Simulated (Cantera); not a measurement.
Feed: 1 mol SiF4, 14 mol N2, 12 mol H2, at 210 Torr.

Cantera equilibrium calculation (NASA polynomials, part measured and part estimated; ideal gas, pure solids and liquids). Candidate condensed phases: Si, Si3N4; 37 gas species. N2 is the only nitrogen source here; it is nearly inert below about 1500 K, so the nitride shown seldom forms there in practice. Equilibrium is a limit: real reactors are often held back by kinetics, nucleation or transport. All values below are at 750 °C.

Base state: N2 0.518, H2 0.444, SiF4 0.0368, HF 0.000468, SiHF3 0.000109, NH3 2.99e-5 (mole fractions); condensed: Si3N4(s).

**Question.** What changes in the equilibrium state with this change: 0.02 mol Cl2 added?

**Answer.** 
```json
[
 {"species": "N2", "before": "0.518", "after": "0.518"},
 {"species": "H2", "before": "0.444", "after": "0.443"},
 {"species": "SiF4", "before": "0.0368", "after": "0.0368"},
 {"species": "HCl", "before": "0", "after": "0.00148"},
 {"species": "NH3", "before": "2.99e-5", "after": "2.98e-5"},
 {"species": "SiHF3", "before": "0.000109", "after": "0.000109"},
 {"species": "HF", "before": "0.000468", "after": "0.000467"},
 {"species": "Si3N4(s), mol", "before": "0.000800", "after": "0.000799"}
]
```
Further candidate phases: NH4Cl.
